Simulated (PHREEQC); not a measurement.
Consider water at 25 °C and 500 atm with 0.0032 mol Fe(NO3)3 per kg of water. It is in equilibrium with CO2 at log p = -1 (atm). Otherwise closed; pH follows from the charge balance.

Computed with PHREEQC (ion-association model, phreeqc.dat).

pH: 2.61
ionic strength: 0.0151 mol/kgw
total alkalinity: -6.40 meq/kg

| species | molality | activity | log γ |
|---|---|---|---|
| NO3- | 0.00960 | 0.00847 | -0.055 |
| H+ | 0.00273 | 0.00247 | -0.045 |
| FeOH+2 | 0.00172 | 0.00108 | -0.204 |
| CO2 | 0.00169 | 0.00169 | 0.002 |
| Fe+3 | 0.000729 | 0.000287 | -0.404 |
| Fe(OH)2+ | 0.000234 | 0.000208 | -0.050 |

Precipitation was switched off in this run. Saturation is exceeded, for instance for Hematite (slow to form), Goethite (slow to form); the values hold only as long as no solid forms. Species that the database lacks are ignored. Under pressure, the constants of complexes without a molar volume in the database are unreliable.
